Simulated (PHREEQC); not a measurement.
Make-up at 21 °C: 0.0036 mol/kgw CaCl2 and 0.021 mol/kgw Na2HPO4. Closed to the air; pH follows from the charge balance.

Computed with PHREEQC (ion-association model, phreeqc.dat).

- pH = 8.25
- ionic strength = 0.0615 mol/kgw
- specific conductance = 3340 µS/cm
- density = 1.001 g/cm³
- total alkalinity = 21.0 meq/kg

| species | molality | activity | log γ |
|---|---|---|---|
| Na+ | 0.0414 | 0.0337 | -0.089 |
| HPO4-2 | 0.0170 | 0.00746 | -0.357 |
| Cl- | 0.00720 | 0.00577 | -0.096 |
| CaHPO4 | 0.00172 | 0.00175 | 0.006 |
| Ca+2 | 0.00103 | 0.000461 | -0.347 |
| CaPO4- | 0.000841 | 0.000688 | -0.087 |

This is a speciation only: nothing precipitates in the calculation. Saturation is exceeded, for instance for Hydroxyapatite; the values hold only as long as no solid forms.
